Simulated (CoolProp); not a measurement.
Vapour-liquid equilibrium of R22 (1) + R142b (2) at 0.138 MPa; x and y are mole fractions of (1).

Model: multi-fluid Helmholtz-energy mixture model, Kamei 1995 and Lemmon 2006; pair parameters Bell 2016, in CoolProp.

```csv
x,"bubble temperature, mixture model (K)","bubble temperature, Raoult's law (K)","y, mixture model","y, Raoult's law"
0.05,269.0,268.8,0.144,0.156
0.125,265.2,264.7,0.316,0.339
0.2,261.9,261.1,0.449,0.478
0.275,258.9,258.0,0.556,0.586
0.35,256.2,255.2,0.643,0.672
0.425,253.7,252.6,0.716,0.740
0.5,251.4,250.3,0.778,0.797
0.575,249.2,248.3,0.830,0.843
0.65,247.2,246.3,0.874,0.882
0.725,245.2,244.6,0.911,0.915
0.8,243.4,243.0,0.942,0.943
0.875,241.7,241.5,0.968,0.967
0.95,240.1,240.0,0.988,0.988
```

The largest gap from Raoult's law is +1.1 K in bubble temperature, at x = 0.425. No azeotrope shows between x = 0.05 and 0.95.

Pair parameters are fitted to limited data, so mixtures are less certain than the pure fluids.
